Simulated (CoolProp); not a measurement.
R125 at several states: density (kg/m³) from the reference equation and from simpler models built on Tc = 339.2 K, pc = 3618 kPa, ω = 0.305; each cubic takes its own stable root.

Computed with CoolProp (reference Helmholtz-energy equation of state, Lemmon 2005).

```tsv
T (K)	p (kPa)	phase	reference
417.1	41.1	gas	1.425
234.7	596	liquid	1480
197.5	9730	liquid	1630
```

Problem. How far does each simpler model (van der Waals, Redlich-Kwong, Soave-Redlich-Kwong, Peng-Robinson) lie from the reference over these 3 states: mean and median of the absolute difference, and the worst?

Solution. 
- van der Waals: mean 45.2 %, median 38.3 %, worst -97.1 % at 234.7 K and 596 kPa
- Redlich-Kwong: mean 7.9 %, median 10.9 %, worst -13.0 % at 234.7 K and 596 kPa
- Soave-Redlich-Kwong: mean 5.7 %, median 8.3 %, worst -8.8 % at 234.7 K and 596 kPa
- Peng-Robinson: mean 2.1 %, median 3.1 %, worst +3.2 % at 234.7 K and 596 kPa

At some of these states van der Waals gives the other phase, because its saturation line lies elsewhere.
